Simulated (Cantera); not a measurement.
**Low-pressure radical oxidation in H2/O2**

A perfectly stirred reactor is fed with 13.8 % H₂, 86.2 % O₂, at 11.3 Torr; it is held at 1325 K, and followed from long to short residence time.

Model: the H2/O2 subset of GRI-Mech 3.0, which has no nitrogen chemistry, integrated in Cantera. Radical loss at walls, strong at low pressure, is not modelled. The temperature is held fixed by assumption; the heat of reaction is taken as removed at once.

```tsv
τ (s)	x H₂	x O₂	x O	x H₂O₂	x H
3.2	0.000199	0.849	0.00184	8.40e-8	0.000148
1.3	0.000355	0.847	0.00333	1.10e-7	0.000361
0.52	0.000633	0.844	0.00604	1.40e-7	0.000882
0.21	0.00111	0.839	0.0107	1.71e-7	0.00209
0.086	0.00186	0.830	0.0182	1.99e-7	0.00466
0.035	0.00300	0.818	0.0293	2.17e-7	0.00959
0.014	0.00457	0.801	0.0428	2.25e-7	0.0173
0.0058	0.00653	0.788	0.0536	2.30e-7	0.0252
0.0024	0.00962	0.781	0.0584	2.44e-7	0.0312
0.00096	0.0160	0.782	0.0559	2.77e-7	0.0347
0.00039	0.0294	0.790	0.0468	3.15e-7	0.0344
```
x: mole fraction; the columns are a selection and need not sum to one.
